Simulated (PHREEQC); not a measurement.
A solution holds 41 mmol/kgw (CH3)4NF, 100 mmol/kgw Al2(SO4)3, 27 mmol/kgw NH4HSO4 and 17 mmol/kgw (NH4)2CO3, at 25 °C. Closed to the air; pH follows from the charge balance.

The numbers come from PHREEQC with the ion-association model, phreeqc.dat.

```csv
quantity,before,after
pH,5.03,4.89
ionic strength (mol/kgw),0.448,0.339
SO4-2 (mol/kgw),0.103,0.0725
AlSO4+ (mol/kgw),0.0881,0.117
Al(SO4)2- (mol/kgw),0.0619,0.0640
NH4+ (mol/kgw),0.0494,0.0512
SI of Al(OH)3(a) (Al(OH)3),+1.20,+1.02
```

Q: Which change was made?
A. temperature from 25 to 30 °C
B. diluted 10-fold with water
C. (CH3)4NF left out
D. diluted 2-fold with water
E. (CH3)4NF from 0.041 to 0.0369 mol/kgw

A: C, (CH3)4NF left out

This is a speciation only: nothing precipitates in the calculation. Some of these states are supersaturated (in Al(OH)3(a), Gibbsite (slow to form), for instance). Carbamate, which ammonia and carbonate form, is missing from the database. (CH3)4N+ isn't in the database: it is added as a free cation with an ion size of 4 Å. Fluoro complexes past AlF4- and FeF3 are missing from the database.
